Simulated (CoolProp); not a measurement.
CHF3 (R23) along the isobar 2.38 MPa: density (kg/m³) from the reference equation and from simpler models built on Tc = 26.1 °C, pc = 4.832 MPa, ω = 0.263; each cubic takes its own stable root.

Computed with CoolProp (reference Helmholtz-energy equation of state, Penoncello 2003).

```tsv
T (°C)	phase	reference	Redlich-Kwong	Peng-Robinson
-68.25	liquid	___	1153	___
-37.65	liquid	1267	1023	1215
-7.05	liquid	1091	108.6	1003
23.65	gas	85.80	84.16	86.18
54.25	gas	71.23	71.14	___
84.85	gas	___	___	62.52
115.45	gas	55.50	55.92	55.79
146.05	gas	50.42	___	50.60
176.65	gas	46.31	___	46.43
```

Question: Some entries are withheld; supply them.

Answer: 
- -68.25, reference: 1399
- -68.25, Peng-Robinson: 1354
- 54.25, Peng-Robinson: 71.80
- 84.85, reference: 62.09
- 84.85, Redlich-Kwong: 62.40
- 146.05, Redlich-Kwong: 50.86
- 176.65, Redlich-Kwong: 46.74

At some of these states Redlich-Kwong gives the other phase, because its saturation line lies elsewhere.
